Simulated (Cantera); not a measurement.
## Stirred combustor or abatement burner

A perfectly stirred reactor is fed with CH4 : C2H6 : C3H8 : O2 : N2 = 1 : 0.45 : 0.045 : 3.45 : 13 (molar parts), equivalence ratio 1.1, at 6.20 bar; it is adiabatic with a 548 K inlet, and is followed from long to short residence time, starting on the burning branch (τ in s: 0.12, 0.045, 0.018, 0.007, 0.0027, 0.0011, 0.00042, 0.00016, 6.5e-05, 2.5e-05, 9.9e-06).

Cantera simulation using GRI-Mech 3.0 (53 species, 325 reactions); the numbers are that mechanism's predictions, not measurements.

```tsv
τ (s)	T (K)	x CH4	x C2H6	x C3H8	x CH2O	x C2H4	x C2H
0.12	2402	9.22e-7	1.42e-8	1.78e-9	1.44e-7	3.93e-8	1.01e-9
0.045	2400	2.23e-6	3.75e-8	4.65e-9	3.59e-7	1.03e-7	2.62e-9
0.018	2396	4.70e-6	9.20e-8	1.12e-8	8.03e-7	2.48e-7	6.21e-9
0.0070	2388	9.17e-6	2.29e-7	2.67e-8	1.71e-6	5.98e-7	1.45e-8
0.0027	2372	1.67e-5	5.65e-7	6.22e-8	3.40e-6	1.39e-6	3.23e-8
0.0011	2350	2.88e-5	1.30e-6	1.34e-7	6.23e-6	2.93e-6	6.45e-8
0.00042	2315	5.30e-5	3.15e-6	2.97e-7	1.17e-5	6.18e-6	1.25e-7
0.00016	2267	0.000105	7.60e-6	6.60e-7	2.26e-5	1.25e-5	2.24e-7
6.5e-5	2209	0.000220	1.79e-5	1.45e-6	4.45e-5	2.45e-5	3.70e-7
2.5e-5	2122	0.000618	5.24e-5	4.03e-6	0.000109	6.43e-5	6.75e-7
9.9e-6	548	0.0557	0.0251	0.00251	<1e-12	<1e-12	<1e-12
```
x: mole fraction; the columns are a selection and need not sum to one.
